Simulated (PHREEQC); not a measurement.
## Acid mine or pickling water: an equilibrium model

A made-up water analysis in mmol/kgw, 20 °C, pH 2.7, pe 10.5:

| constituent | mmol/kgw |
|---|---|
| Na | 15.7 |
| K | 6.03 |
| Ca | 2.23 |
| Mg | 1.81 |
| Cl | 1.28 |
| S(6) | 16.6 |
| Cu(2) | 0.00339 |

Valence states are taken as typed.

Equilibrium calculation in PHREEQC: ion-association model, wateq4f.dat.

```yaml
ionic_strength: 0.0445 mol/kgw
total_alkalinity: -3.65 meq/kg
charge_balance_error: -1.8 %
```

```tsv
species	molality	activity	log γ
Na+	0.0152	0.0127	-0.080
SO4-2	0.0131	0.00627	-0.319
K+	0.00580	0.00477	-0.085
H+	0.00232	0.00199	-0.066
Ca+2	0.00141	0.000689	-0.310
HSO4-	0.00132	0.00109	-0.081
Cl-	0.00128	0.00105	-0.085
Mg+2	0.00110	0.000553	-0.300
CaSO4	0.000813	0.000822	0.004
MgSO4	0.000706	0.000713	0.004
```

This is a speciation only: nothing precipitates in the calculation. Species that the database lacks are ignored.
